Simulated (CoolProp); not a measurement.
Values from CoolProp's reference Helmholtz-energy equation of state, Tillner-Roth 1997.

Question: For CH2F2 (R32), give the phase and the density (kg/m³), isothermal compressibility (1/MPa), expansivity (1/kK), viscosity (µPa s) at 214.7 K and 101 kPa.

Answer: 
- 214.7 K and 101 kPa: liquid; density 1230, isothermal compressibility 0.00134, expansivity 2.20, viscosity 331

Viscosity comes from a separate model (Bell 2016), an estimate that may be off by 10 % or more.
